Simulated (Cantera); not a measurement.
Input: 1 mol Ta₂O₅, 10 mol CO, held at 2398 K.

Method: chemical equilibrium by Gibbs-energy minimisation in Cantera with the NASA 1993 tables (ideal gas, pure condensed phases). Candidate condensed phases: C, Ta, TaC, Ta₂O₅; 15 gas species. Mutual solubility and eutectic melting of coexisting phases are not modelled. TaC: taken at fixed stoichiometry. Condensed phases not in the tables: Ta₂C. Rates play no part.

Question: At 2.80 bar, list the 3 most abundant gas species with their mole fractions, and the condensed phases.

Answer: CO 0.998, CO₂ 0.00233, TaO₂ 5.05e-5. Condensed: TaC(s) + Ta₂O₅(l).
